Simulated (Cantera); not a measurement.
Cantera run:

```python
import numpy as np
import cantera as ct

gas_names = """
    Br Br2 H HBr H2
""".split()
cond_names = """
    Br2(cr) Br2(L)
""".split()


# ... load() reads the species with a 1 bar reference pressure and builds the phases ...
atoms = {
    'HBr': {'H': 1, 'Br': 1},
    'H2': {'H': 2},
}
top_T = {}  # K; cautious upper limits of use, not melting points


# ... equilibrate(T, P, feed) seeds the gas with the atoms and calls Mixture.equilibrate('TP', solver="vcs", rtol=1e-11, max_steps=5000) ...
results = []
feed = {'HBr': 1, 'H2': 0.036}  # mol
T = 3400  # K
P = 16  # Pa
mix = equilibrate(T, P, feed)
results.append((T, P, feed, dict(zip(mix.species_names, mix.species_moles))))
print(gas.report(threshold=1e-06))
for i in range(1, mix.n_phases):
    print(f"{mix.phase(i).name:16s} {mix.phase_moles(i):12.5e} mol")
```

It prints:

```
       temperature   3400 K
          pressure   16 Pa
           density   2.2127e-05 kg/m^3
  mean mol. weight   39.095 kg/kmol
   phase of matter   gas

                          1 kg             1 kmol
                     ---------------   ---------------
          enthalpy        5.9656e+06        2.3322e+08  J
   internal energy        5.2425e+06        2.0495e+08  J
           entropy            7005.5        2.7388e+05  J/K
    Gibbs function       -1.7853e+07       -6.9795e+08  J
 heat capacity c_p            553.41             21635  J/K
 heat capacity c_v            340.74             13321  J/K

                      mass frac. Y      mole frac. X     chem. pot. / RT
                     ---------------   ---------------   ---------------
                Br           0.98657            0.4827           -30.466
                 H          0.013332           0.51706            -19.29
               HBr         8.971e-05        4.3346e-05           -49.756
                H2        1.0085e-05        0.00019556            -38.58
     [   +1 minor]        1.9082e-07        4.6681e-08

Br2(L)            0.00000e+00 mol
```

Equilibrium computed with Cantera from the NASA thermochemical tables; the gas is ideal and each condensed phase is pure.
